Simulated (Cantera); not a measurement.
**Nitride etching: BN + H2O + N2**

Feed: 1 mol BN, 10 mol H2O, 3.5 mol N2, equilibrated at 1.00 bar.

These are equilibrium values from Cantera (NASA tables, ideal gas, pure condensed phases), not measurements of a reactor. Candidate condensed phases: B, BN, B2O3, B3O3H3, H2O; 39 gas species. Gases not in the tables: H3BO3. Equilibrium is a limit: real reactors are often held back by kinetics, nucleation or transport.

From 900 °C to 1350 °C the condensed part is B2O3(l). At 1400 °C nothing is condensed. The share of B in condensed phases is highest at 1050 °C (80.7 %) and lowest at 1400 °C (0.0 %).

```
T (°C)  x H2O   x N2   x H2    x HBO2  x (HBO2)3  n B2O3(l)
------  -----  -----  -----  --------  ---------  ---------
900     0.600  0.287  0.107  0.000434    0.00601      0.371
950     0.600  0.286  0.107  0.000888    0.00500      0.389
1000    0.601  0.286  0.107   0.00171    0.00420      0.400
1050    0.600  0.286  0.107   0.00313    0.00356      0.403
1100    0.599  0.285  0.107   0.00545    0.00305      0.398
1150    0.597  0.285  0.107   0.00910    0.00262      0.381
1200    0.593  0.284  0.106    0.0146    0.00227      0.349
1250    0.587  0.283  0.106    0.0227    0.00196      0.297
1300    0.578  0.281  0.105    0.0341    0.00170      0.220
1350    0.565  0.279  0.105    0.0496    0.00147      0.109
1400    0.553  0.276  0.104    0.0652    0.00101          0
```
x: gas mole fraction; n: condensed amount in mol.
